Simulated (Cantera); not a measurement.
Aluminium nitride and oxide growth: AlCl₃ + O₂ + N₂

Input: 1 mol AlCl₃, 11 mol O₂, 50 mol N₂, held at 60.0 Pa.

Equilibrium computed with Cantera from the NASA thermochemical tables; the gas is ideal and each condensed phase is pure. Candidate condensed phases: Al, AlCl₃, AlN, Al₂O₃; 24 gas species. The numbers say what is thermodynamically allowed, not how fast it happens.

From 1398 K to 1898 K the condensed part is Al₂O₃(s). The main Al-bearing gas is AlCl₃ at 1398 K and AlOCl at 1898 K.

| T (K) | log p N₂ | log p O₂ | log p Cl | log p NO | log p O | log p Cl₂ | log p ClO | n Al₂O₃(s) |
|---|---|---|---|---|---|---|---|---|
| 1398 | -3.32 | -4.01 | -4.57 | -6.42 | -8.04 | -6.04 | -8.13 | 0.500 |
| 1448 | -3.32 | -4.01 | -4.56 | -6.30 | -7.72 | -6.34 | -8.15 | 0.500 |
| 1498 | -3.32 | -4.01 | -4.55 | -6.19 | -7.41 | -6.63 | -8.17 | 0.500 |
| 1548 | -3.32 | -4.01 | -4.55 | -6.09 | -7.12 | -6.90 | -8.19 | 0.500 |
| 1598 | -3.32 | -4.01 | -4.55 | -6.00 | -6.86 | -7.17 | -8.22 | 0.500 |
| 1648 | -3.32 | -4.02 | -4.55 | -5.91 | -6.60 | -7.42 | -8.24 | 0.500 |
| 1698 | -3.32 | -4.02 | -4.55 | -5.82 | -6.37 | -7.65 | -8.26 | 0.500 |
| 1748 | -3.33 | -4.02 | -4.55 | -5.74 | -6.14 | -7.87 | -8.28 | 0.500 |
| 1798 | -3.33 | -4.02 | -4.55 | -5.67 | -5.93 | -8.08 | -8.31 | 0.500 |
| 1848 | -3.33 | -4.02 | -4.55 | -5.60 | -5.73 | -8.28 | -8.33 | 0.500 |
| 1898 | -3.33 | -4.03 | -4.55 | -5.53 | -5.55 | -8.47 | -8.35 | 0.500 |
log p: log10 of the partial pressure in bar; n: condensed amount in mol.
